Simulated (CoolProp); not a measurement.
The fluid at 293.15 K and 2.94 MPa flows at 0.23 m/s in a round tube of 1 mm bore and 1.5 µm roughness, fully developed (64/Re and Nu = 3.66 if laminar; Colebrook and Gnielinski if turbulent). The same conditions are run with several fluids, on thermodynamics alone (safety and materials aside).

Values from CoolProp's reference Helmholtz-energy equation of state of each fluid (R236FA: Pan 2012; R141b: Lemmon 2006; o-xylene: Zhou 2012; n-octane: Beckmüller 2019; R236EA: Rui 2013).

Task: Rank R236FA, R141b, o-xylene, n-octane, R236EA by Reynolds number, highest first.

Result: R236FA (999), R236EA (774), R141b (645), n-octane (289), o-xylene (244)

```tsv
fluid	Darcy friction factor	pressure drop (Pa/m)	heat-transfer coefficient (W/(m² K))	mass flow (kg/h)
R236FA	0.0641	2350	278	0.903
R141b	0.0993	3280	342	0.812
o-xylene	0.262	6120	486	0.574
n-octane	0.221	4130	466	0.459
R236EA	0.0827	3180	304	0.945
```

Transport values come from each fluid's own correlations; those of R236FA, R141b, R236EA are estimates that may be off by 10 % or more.
